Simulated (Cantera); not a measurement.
Cantera run:

```python
import numpy as np
import cantera as ct

gas_names = """
    CL CL2 H HCL H2 N NH NH2 NH3 N2 N2H2 N2H4 Si SiCL SiCL2 SiCL3 SiCL4 SiH SiHCL3 SiH2 SiH2CL2 SiH3
    SiH3CL SiH4 SiN Si2 Si2N Si3
""".split()
cond_names = """
    NH4CL(a) NH4CL(b) Si(cr) Si(L) Si3N4(a)
""".split()


# ... load() reads the species with a 1 bar reference pressure and builds the phases ...
atoms = {
    'SiH2Cl2': {'Si': 1, 'H': 2, 'CL': 2},
    'NH3': {'N': 1, 'H': 3},
}
top_T = {'Si3N4(a)': 2400}  # K; cautious upper limits of use, not melting points


# ... equilibrate(T, P, feed) seeds the gas with the atoms and calls Mixture.equilibrate('TP', solver="vcs", rtol=1e-11, max_steps=5000) ...
results = []
feed = {'SiH2Cl2': 1, 'NH3': 1.4}  # mol
T = 1625  # K
P = 79000  # Pa
mix = equilibrate(T, P, feed)
results.append((T, P, feed, dict(zip(mix.species_names, mix.species_moles))))
x = sorted(zip(gas.X, gas.species_names), reverse=True)
print(f"T = {T:g} K  P = {P:g} Pa  gas = {mix.phase_moles(0):.4g} mol")
print("   x: " + "  ".join(f"{s} {v:.3e}" for v, s in x if v > 0.001))
print("   condensed (mol): " + ("  ".join(f"{mix.phase(i).name} {mix.phase_moles(i):.4g}"
      for i in range(1, mix.n_phases) if mix.phase_moles(i) > 1e-12) or "none"))
```

It prints:

```
T = 1625 K  P = 79000 Pa  gas = 4.204 mol
   x: H2 5.798e-01  HCL 3.108e-01  N2 4.846e-02  SiCL2 3.048e-02  SiCL4 1.316e-02  SiCL3 1.314e-02  SiHCL3 3.828e-03
   condensed (mol): Si3N4(a) 0.2481
```

Method: chemical equilibrium by Gibbs-energy minimisation in Cantera with the NASA 1993 tables (ideal gas, pure condensed phases). The tables' values for SiCl3 are old estimates; treat these amounts as uncertain.
